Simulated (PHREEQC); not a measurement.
Buffer: an equilibrium model

Make-up at 38 °C: 0.051 mol/kgw NaHSO4, 0.00036 mol/kgw NaF and 0.024 mol/kgw KCl. Closed to the air; pH follows from the charge balance.

The numbers come from PHREEQC with the ion-association model, phreeqc.dat.

Precipitation was switched off in this run.

Predict the pH.

pH 1.69.

In which forms is K present?

K+ 94 %, KSO4- 5.9 % of the K.

Species that the database lacks are ignored. At this temperature some constants are extrapolated from 25 °C, and those without enthalpy data are left unchanged.
